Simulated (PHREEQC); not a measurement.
Solution (25 °C): 0.91 mol/kgw HCl and 0.12 mol/kgw Na2SO4. Closed to the air; pH follows from the charge balance.

The numbers come from PHREEQC with the Pitzer model, pitzer.dat.

```
quantity                  before  after
------------------------  ------  -----
pH                          0.06   7.25
ionic strength (mol/kgw)    1.08  0.360
```

Q: Which change was made?
(A) Na2SO4 from 0.12 to 0.132 mol/kgw
(B) Na2SO4 from 0.12 to 0.6 mol/kgw
(C) HCl left out
(D) 0.015 mol/kgw CaSO4 added
(E) Na2SO4 left out

A: C, HCl left out

This is a speciation only: nothing precipitates in the calculation. In brines, pH and single-ion activities rest on the MacInnes convention.
